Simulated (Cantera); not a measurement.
# Thermodynamics of fluorocarbon and chlorocarbon gases, feed CF4 + CH4 + H2

Feed: 1 mol CF4, 0.048 mol CH4, 0.19 mol H2, held at 3173.15 K and 7.20 Torr.

Equilibrium computed with Cantera from the NASA thermochemical tables; the gas is ideal and each condensed phase is pure. Candidate condensed phases: C, C6H6, C7H8, C8H18; 95 gas species. The numbers say what is thermodynamically allowed, not how fast it happens.

```
Property                                   Result
--------------------------------------  ---------
x(F)                                        0.720
x(HF)                                       0.123
x(CF)                                      0.0720
x(C3)                                      0.0434
x(C)                                       0.0154
x(H)                                       0.0101
x(CF2)                                    0.00826
x(C2)                                     0.00740
x(C5)                                    0.000496
gas amount                              4.296 mol
log10 activity of C(graphite) (absent)      -0.21
```
